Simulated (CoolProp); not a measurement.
Vapour-liquid equilibrium of benzene (1) + n-nonane (2) at 327.7 K; x and y are mole fractions of (1).

The numbers come from the multi-fluid Helmholtz-energy mixture model, Thol 2012 and Lemmon 2006; pair parameters Bell 2016 in CoolProp.

### Question
Give the bubble pressure and the first vapour's composition at x = 0.05, 0.35, 0.5. Is there an azeotrope?

### Answer
x = 0.05: 0.006981 MPa, y = 0.583; x = 0.35: 0.02245 MPa, y = 0.901; x = 0.5: 0.02734 MPa, y = 0.931. No azeotrope shows between x = 0.05 and 0.95.

Pair parameters are fitted to limited data, so mixtures are less certain than the pure fluids.
